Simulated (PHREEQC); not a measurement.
Consider water at 20 °C with 0.0002 mol CaSO4, 0.12 mol Na2SO4 and 3e-06 mol H4SiO4 per kg of water. Closed to the air; pH follows from the charge balance.

Equilibrium calculation in PHREEQC: Pitzer model, pitzer.dat.

Q: The ionic strength comes out as 0.361 mol/kgw. What activity coefficients do SO4-2, Na+, Ca+2 get?

A: SO4-2 0.19, Na+ 0.64, Ca+2 0.11. Single-ion values are on the MacInnes scale.

No solid was allowed to form. Species that the database lacks are ignored.
